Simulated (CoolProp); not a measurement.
cis-2-butene at 410.84 K and 1.05 MPa is throttled through a valve to 0.667 MPa with no heat exchange. Each further row changes one setting.

Model: reference Helmholtz-energy equation of state, Lemmon 2005, in CoolProp. It is a short technical equation, of lower accuracy than the large ones.

```
case                       temperature change (K)  final density (kg/m³)
-------------------------  ----------------------  ---------------------
as stated                                     [?]                    [?]
outlet pressure 0.2 MPa                     -10.2                   3.44
outlet pressure 0.867 MPa                    -2.2                    [?]
```

**Question.** Some entries are withheld; supply them.

**Answer.** 
- as stated, temperature change (K): -4.6
- as stated, final density (kg/m³): 12.0
- outlet pressure 0.867 MPa, final density (kg/m³): 15.8
